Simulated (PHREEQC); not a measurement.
# Metal-bearing waste water: speciation

Consider water at 55 °C with 0.0017 mol FeCl3, 0.26 mol MgSO4, 0.00051 mol NaHCO3 and 0.00021 mol NaCl per kg of water. Closed to the air; pH follows from the charge balance.

Equilibrium calculation in PHREEQC: ion-association model, phreeqc.dat.

The pH is 3.67 and the ionic strength is 0.320 mol/kgw. The activity of water comes out as 0.994, the specific conductance comes out as 21000 µS/cm and the density is 1.016 g/cm³. The total alkalinity is -2.89 meq/kg.

```json
[
 {"species": "MgSO4", "molality": "0.180", "activity": "0.194", "log γ": "0.032"},
 {"species": "Mg+2", "molality": "0.0795", "activity": "0.0232", "log γ": "-0.536"},
 {"species": "SO4-2", "molality": "0.0777", "activity": "0.0177", "log γ": "-0.642"},
 {"species": "Cl-", "molality": "0.00531", "activity": "0.00354", "log γ": "-0.176"},
 {"species": "HSO4-", "molality": "0.00105", "activity": "0.000758", "log γ": "-0.143"},
 {"species": "Fe(OH)2+", "molality": "0.000663", "activity": "0.000468", "log γ": "-0.151"},
 {"species": "Na+", "molality": "0.000651", "activity": "0.000464", "log γ": "-0.146"}
]
```

No solid was allowed to form. Examples of supersaturated solids here: Hematite (slow to form), Goethite (slow to form). Others may be too. Species that the database lacks are ignored. Constants without temperature data keep their 25 °C values here.
